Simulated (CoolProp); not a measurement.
100 sccm (0 °C, 1 atm) of nitrogen bubbles through liquid ethanol at 274.8 K and leaves saturated at a total pressure of 0.00731 MPa (ideal gas phase). Each further row changes one setting.

Values from CoolProp's reference Helmholtz-energy equation of state, Schroeder 2014.

```
case                       vapour pressure (kPa)  mole fraction of vapour  delivery (mg/min)  delivery (sccm)  change of delivery for a bath 1 K warmer (%)
-------------------------  ---------------------  -----------------------  -----------------  ---------------  --------------------------------------------
as stated                                   1.80                      ___                ___             32.6                                           ___
bath temperature 279.8 K                    2.53                    0.346                ___              ___                                           ___
total pressure 0.0146 MPa                   1.80                    0.123                ___              ___                                           8.2
```

### Question
Complete the blanks.

### Answer

- as stated, mole fraction of vapour: 0.246
- as stated, delivery (mg/min): 67.0
- as stated, change of delivery for a bath 1 K warmer (%): 9.7
- bath temperature 279.8 K, delivery (mg/min): 109
- bath temperature 279.8 K, delivery (sccm): 52.8
- bath temperature 279.8 K, change of delivery for a bath 1 K warmer (%): 11
- total pressure 0.0146 MPa, delivery (mg/min): 28.9
- total pressure 0.0146 MPa, delivery (sccm): 14.0
